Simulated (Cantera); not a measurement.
A closed system holds: 1 mol Ta(OEt)5, 3.7 mol CO2, 110 mol H2, 0.42 mol CH4, equilibrated at 2100 K.

Equilibrium computed with Cantera from the NASA thermochemical tables; the gas is ideal and each condensed phase is pure. Candidate condensed phases: C, C6H6, C7H8, C8H18, H2O, Ta, TaC, Ta2O5; 113 gas species. The feed counts by its element totals alone. TaC: taken at fixed stoichiometry. Condensed phases not in the tables: Ta2C. Rates play no part.

x: gas mole fraction; n: condensed amount in mol.

| P (Pa) | x H2 | x H | x CO | x CH4 | x C2H2 (acetylene) | x C3 | n C(graphite) | n TaC(s) |
|---|---|---|---|---|---|---|---|---|
| 0.100 | 0.0779 | 0.870 | 0.0516 | … | 0.000113 | 0.000289 | 0.373 | 1.00 |
| 1 | 0.351 | 0.584 | 0.0647 | … | 0.000507 | 2.89e-5 | 0.495 | 1.00 |
| 10 | 0.665 | 0.254 | 0.0797 | … | 0.000961 | 2.89e-6 | 0.416 | 1.00 |
| 100 | 0.822 | 0.0893 | 0.0873 | … | 0.00119 | 2.89e-7 | 0.381 | 1.00 |
| 1000 | 0.879 | 0.0292 | 0.0900 | … | 0.00127 | 2.89e-8 | 0.369 | 1.00 |
| 10000 | 0.898 | 0.00934 | 0.0909 | … | 0.00130 | 2.89e-9 | 0.361 | 1.00 |
| 100000 | 0.904 | 0.00296 | 0.0912 | … | 0.00131 | 2.89e-10 | 0.325 | 1.00 |
| 1000000 | 0.903 | 0.000937 | 0.0915 | … | 0.00128 | 2.81e-11 | 0 | 1.00 |

Q: Some entries are withheld; supply them.

A: 
- 0.100, x CH4: 2.00e-12
- 1, x CH4: 4.06e-10
- 10, x CH4: 1.46e-8
- 100, x CH4: 2.23e-7
- 1000, x CH4: 2.55e-6
- 10000, x CH4: 2.66e-5
- 100000, x CH4: 0.000270
- 1000000, x CH4: 0.00267
